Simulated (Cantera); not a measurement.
Feed: 1 mol acetone, 2.6 mol NH3, 11 mol H2, at 2375 K and 21800 Torr.

Cantera equilibrium calculation (NASA polynomials, part measured and part estimated; ideal gas, pure solids and liquids). Candidate condensed phases: C, C6H6, C7H8, C8H18, H2O; 136 gas species. The feed counts by its element totals alone. Kinetics and transport are ignored.

Q: What is the equilibrium state?

A: 
- x(H2) = 0.867
- x(N2) = 0.0582
- x(CO) = 0.0496
- x(HCN) = 0.0114
- x(C2H2 (acetylene)) = 0.00538
- x(CH4) = 0.00405
- x(H) = 0.00244
- x(HNC) = 0.00115
- x(CH3) = 0.000211
- n(C(graphite)) = 1.43 mol
- gas amount = 20.13 mol
